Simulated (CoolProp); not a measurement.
Vapour-liquid equilibrium of n-heptane (1) + o-xylene (2) at 403.3 K; x and y are mole fractions of (1).

Computed with CoolProp (multi-fluid Helmholtz-energy mixture model, Span 2003 and Zhou 2012; pair parameters Bell 2016).

Q: Give the bubble pressure and the first vapour's composition at x = 0.25, 0.45, 0.65. Is there an azeotrope?

A: x = 0.25: 121.0 kPa, y = 0.554; x = 0.45: 154.5 kPa, y = 0.727; x = 0.65: 184.7 kPa, y = 0.842. No azeotrope shows between x = 0.05 and 0.95.

The pair parameters rest on a limited set of measurements; away from them the model extrapolates.
